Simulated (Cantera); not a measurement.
Feed: 1 mol B2H6, 12 mol H2, at 1752 °C and 0.100 bar.

Equilibrium computed with Cantera from the NASA thermochemical tables; the gas is ideal and each condensed phase is pure. Candidate condensed phases: B; 7 gas species. The feed counts by its element totals alone. The tables' values for BH2 are old estimates; treat these amounts as uncertain. Gases not in the tables: B2H6 and higher boranes. Kinetics and transport are ignored.

Base state: H2 0.993, H 0.00607, BH2 0.000536, BH3 1.20e-5 (mole fractions); condensed: B(s).

**Question.** What changes in the equilibrium state with this change: temperature from 1752 °C to 852 °C?

**Answer.** 
```json
[
 {"species": "H2", "before": "0.993", "after": "1.00"},
 {"species": "BH3", "before": "1.20e-5", "after": "1.69e-7"},
 {"species": "H", "before": "0.00607", "after": "1.41e-7"},
 {"species": "BH2", "before": "0.000536", "after": "5.46e-8"},
 {"species": "B(s), mol", "before": "1.99", "after": "2.00"}
]
```
